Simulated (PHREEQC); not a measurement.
Brine

Make-up at 25 °C: 4.3 mol KCl and 0.018 mol H3BO3 per kg of water. Closed to the air; pH follows from the charge balance.

All values are PHREEQC results (Pitzer model, pitzer.dat), not measurements.

```yaml
pH: 5.23
ionic_strength: 4.30 mol/kgw
activity_of_water: 0.860
density: 1.162 g/cm³
osmotic_coefficient: 0.973
```

| species | molality | activity | log γ |
|---|---|---|---|
| Cl- | 4.30 | 2.50 | -0.235 |
| K+ | 4.30 | 2.50 | -0.236 |
| B(OH)3 | 0.0180 | 0.0118 | -0.183 |
| H+ | 3.56e-6 | 5.94e-6 | 0.223 |
| B(OH)4- | 3.52e-6 | 9.85e-7 | -0.553 |
| B3O3(OH)4- | 3.83e-8 | 1.11e-8 | -0.537 |
| OH- | 1.78e-9 | 1.46e-9 | -0.086 |

This is a speciation only: nothing precipitates in the calculation. Complexes and solids missing from the database can't appear. In brines, pH and single-ion activities rest on the MacInnes convention.
